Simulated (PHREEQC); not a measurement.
Make-up at 25 °C: 0.001 mol H2SeO3, 0.0055 mol NH3 and 0.091 mol FeCl3 per kg of water. Closed to the air; pH follows from the charge balance.

Model: ion-association model, wateq4f.dat, run in PHREEQC.

Each row changes one thing in this solution. This is a speciation only: nothing precipitates in the calculation.

```
case                                               pH  ionic strength (mol/kgw)  Cl- (mol/kgw)  FeCl+2 (mol/kgw)  Fe+3 (mol/kgw)  FeCl2+ (mol/kgw)  SI of Goethite (FeOOH)
-----------------------------------------------  ----  ------------------------  -------------  ----------------  --------------  ----------------  ----------------------
as made                                          1.93                     0.372          0.215            0.0405          0.0223           0.00847                   +4.14
temperature from 25 to 55 °C                     1.78                     0.361          0.216            0.0487          0.0119           0.00405                   +4.36
diluted 10-fold with water                       2.40                    0.0456         0.0261           0.00105         0.00309           5.78e-5                   +5.09
H2SeO3 replaced by Na2SeO3 at the same molality  1.95                     0.375          0.216            0.0398          0.0219           0.00834              (withheld)
0.079 mol/kgw NaOH added                         2.76                (withheld)          0.257            0.0110         0.00530           0.00239                   +5.95
FeCl3 from 0.091 to 0.1 mol/kgw                  1.92                     0.401          0.234            0.0461          0.0237            0.0101                   +4.12
H2SeO3 from 0.001 to 0.0011 mol/kgw              1.93                     0.372          0.215            0.0405          0.0223           0.00847                   +4.14
diluted 5-fold with water                        2.22                    0.0906         0.0504           0.00356         0.00634          0.000305                   +4.73
```

Question: Complete the blanks.

Answer: 
- H2SeO3 replaced by Na2SeO3 at the same molality, SI of Goethite (FeOOH): +4.19
- 0.079 mol/kgw NaOH added, ionic strength (mol/kgw): 0.497

Species that the database lacks are ignored. Some of these states are supersaturated (in Hematite (slow to form), Goethite (slow to form), Fe2(SeO3)3, for instance). Constants without temperature data keep their 25 °C values here.
